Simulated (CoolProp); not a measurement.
Vapour-liquid equilibrium of methanol (1) + ethanol (2) at 184.45 °C; x and y are mole fractions of (1).

Values from CoolProp's multi-fluid Helmholtz-energy mixture model, de Reuck 1993 and Schroeder 2014; pair parameters Bell 2016.

| x | bubble pressure, mixture model (MPa) | bubble pressure, Raoult's law (MPa) | y, mixture model | y, Raoult's law |
|---|---|---|---|---|
| 0.05 | 2.216 | 2.217 | 0.062 | 0.067 |
| 0.15 | 2.290 | 2.297 | [?] | 0.194 |
| 0.25 | 2.363 | 2.376 | 0.290 | 0.313 |
| 0.35 | [?] | 2.456 | 0.396 | 0.424 |
| 0.45 | 2.509 | 2.536 | 0.499 | 0.528 |
| 0.55 | 2.584 | 2.616 | [?] | 0.625 |
| 0.65 | 2.662 | 2.695 | 0.695 | 0.717 |
| 0.75 | 2.745 | 2.775 | 0.787 | 0.804 |
| 0.85 | 2.833 | 2.855 | 0.876 | 0.886 |
| 0.95 | [?] | 2.935 | 0.960 | 0.963 |

Task: Some entries are withheld; supply them.

Result: 
- 0.15, y, mixture model: 0.179
- 0.35, bubble pressure, mixture model (MPa): 2.436
- 0.55, y, mixture model: 0.598
- 0.95, bubble pressure, mixture model (MPa): 2.926

The largest gap from Raoult's law is -1.2 % in bubble pressure, at x = 0.65. No azeotrope shows between x = 0.05 and 0.95.

The pair parameters rest on a limited set of measurements; away from them the model extrapolates.
